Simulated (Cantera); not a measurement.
Adiabatic ignition

An adiabatic, constant-volume homogeneous reactor starts with 3.87 % CH4, 17.6 % O2, 66.2 % N2, 12.4 % CO2, equivalence ratio 0.44, at 1675 K and 4.93 atm.

Cantera simulation using GRI-Mech 3.0 (53 species, 325 reactions); the numbers are that mechanism's predictions, not measurements.

```csv
t (s),T (K),P (bar),x CH4,x O2,x CO2,x H,x NO,x C2H6,x H2O
1.00e-6,1675,5.00,0.0387,0.176,0.124,8.59e-8,<1e-12,3.97e-10,9.17e-7
5.85e-6,1675,5.00,0.0386,0.176,0.124,1.44e-7,<1e-12,1.44e-7,1.37e-5
3.42e-5,1678,5.01,0.0375,0.175,0.124,2.59e-6,3.03e-11,0.000116,0.000815
0.000200,2510,7.54,<1e-12,0.0991,0.154,0.000222,0.000381,<1e-12,0.0730
0.00117,2505,7.52,<1e-12,0.0979,0.155,0.000216,0.00282,<1e-12,0.0731
0.00684,2490,7.48,<1e-12,0.0941,0.155,0.000198,0.0105,<1e-12,0.0733
0.0400,2484,7.46,<1e-12,0.0925,0.155,0.000191,0.0135,<1e-12,0.0734
0.234,2484,7.46,<1e-12,0.0925,0.155,0.000191,0.0135,<1e-12,0.0734
1.37,2484,7.46,<1e-12,0.0925,0.155,0.000191,0.0135,<1e-12,0.0734
8.00,2484,7.46,<1e-12,0.0925,0.155,0.000191,0.0135,<1e-12,0.0734
```
x: mole fraction; the columns are a selection and need not sum to one.

```yaml
time_of_steepest_temperature_rise: 67.4 µs
temperature at 8.00 s: 2484 K
equilibrium_temperature: 2484 K
x(CH4) at 8.00 s: <1e-12 (gas-phase equilibrium <1e-12)
x(O2) at 8.00 s: 0.0925 (gas-phase equilibrium 0.0925)
x(CO2) at 8.00 s: 0.155 (gas-phase equilibrium 0.155)
```
